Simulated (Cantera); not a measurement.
A Cantera script and what it prints.

```python
import numpy as np
import cantera as ct

gas_names = """
    H HO2 H2 H2O H2O2 Hg O OH O2 O3
""".split()
cond_names = """
    H2O(s) H2O(L) Hg(cr) Hg(L) HgO(s)
""".split()


# ... load() reads the species with a 1 bar reference pressure and builds the phases ...
atoms = {
    'Hg': {'Hg': 1},
    'O2': {'O': 2},
    'H2': {'H': 2},
}
top_T = {}  # K; cautious upper limits of use, not melting points


# ... equilibrate(T, P, feed) seeds the gas with the atoms and calls Mixture.equilibrate('TP', solver="vcs", rtol=1e-11, max_steps=5000) ...
results = []
feed = {'Hg': 1, 'O2': 0.16, 'H2': 0.15}  # mol
for P in [10, 52, 270, 1400, 7200, 37000, 190000, 1000000]:
    for T in [648, 748, 848, 948, 1048, 1148, 1248, 1348, 1448, 1548]:
        mix = equilibrate(T, P, feed)
        results.append((T, P, feed, dict(zip(mix.species_names, mix.species_moles))))

for T, P, feed, n in results:
    print(f"{T:7g} {P:10.4g}  " + (" + ".join(c for c in cond_names if n.get(c, 0) > 1e-12) or "gas only"))
```

Output:

```
    648         10  gas only
    748         10  gas only
    848         10  gas only
    948         10  gas only
   1048         10  gas only
   1148         10  gas only
   1248         10  gas only
   1348         10  gas only
   1448         10  gas only
   1548         10  gas only
    648         52  gas only
    748         52  gas only
    848         52  gas only
    948         52  gas only
   1048         52  gas only
   1148         52  gas only
   1248         52  gas only
   1348         52  gas only
   1448         52  gas only
   1548         52  gas only
    648        270  gas only
    748        270  gas only
    848        270  gas only
    948        270  gas only
   1048        270  gas only
   1148        270  gas only
   1248        270  gas only
   1348        270  gas only
   1448        270  gas only
   1548        270  gas only
    648       1400  gas only
    748       1400  gas only
    848       1400  gas only
    948       1400  gas only
   1048       1400  gas only
   1148       1400  gas only
   1248       1400  gas only
   1348       1400  gas only
   1448       1400  gas only
   1548       1400  gas only
    648       7200  gas only
    748       7200  gas only
    848       7200  gas only
    948       7200  gas only
   1048       7200  gas only
   1148       7200  gas only
   1248       7200  gas only
   1348       7200  gas only
   1448       7200  gas only
   1548       7200  gas only
    648    3.7e+04  HgO(s)
    748    3.7e+04  gas only
    848    3.7e+04  gas only
    948    3.7e+04  gas only
   1048    3.7e+04  gas only
   1148    3.7e+04  gas only
   1248    3.7e+04  gas only
   1348    3.7e+04  gas only
   1448    3.7e+04  gas only
   1548    3.7e+04  gas only
    648    1.9e+05  Hg(L) + HgO(s)
    748    1.9e+05  gas only
    848    1.9e+05  gas only
    948    1.9e+05  gas only
   1048    1.9e+05  gas only
   1148    1.9e+05  gas only
   1248    1.9e+05  gas only
   1348    1.9e+05  gas only
   1448    1.9e+05  gas only
   1548    1.9e+05  gas only
    648      1e+06  Hg(L) + HgO(s)
    748      1e+06  Hg(L) + HgO(s)
    848      1e+06  gas only
    948      1e+06  gas only
   1048      1e+06  gas only
   1148      1e+06  gas only
   1248      1e+06  gas only
   1348      1e+06  gas only
   1448      1e+06  gas only
   1548      1e+06  gas only
```

Equilibrium computed with Cantera from the NASA thermochemical tables; the gas is ideal and each condensed phase is pure.
